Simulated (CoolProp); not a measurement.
A closed Brayton cycle with nitrogen: compressor inlet 319.15 K and 7.7 MPa, high pressure 22.7 MPa, turbine inlet 905 K, compressor efficiency 0.85, turbine efficiency 0.9, recuperator effectiveness 0 (on enthalpy, no pinch check). Each further row changes one setting.

The numbers come from the reference Helmholtz-energy equation of state, Span 2000 in CoolProp.

```csv
case,thermal efficiency (%),net work (kJ/kg),compressor to turbine work,compressor exit (K),turbine exit (K)
as stated,?,90.7,0.62,456.9,702.2
turbine inlet 855 K,17.0,77.5,0.66,456.9,?
compressor inlet 329.15 K,17.3,85.8,0.64,471.1,702.2
high pressure 19.3 MPa,15.7,84.5,0.59,433.4,729.6
recuperator effectiveness 0.5,?,90.7,0.62,456.9,702.2
```

Problem. Some entries are withheld; supply them.

Solution. 
- as stated, thermal efficiency (%): 17.7
- turbine inlet 855 K, turbine exit (K): 661.6
- recuperator effectiveness 0.5, thermal efficiency (%): 24.0
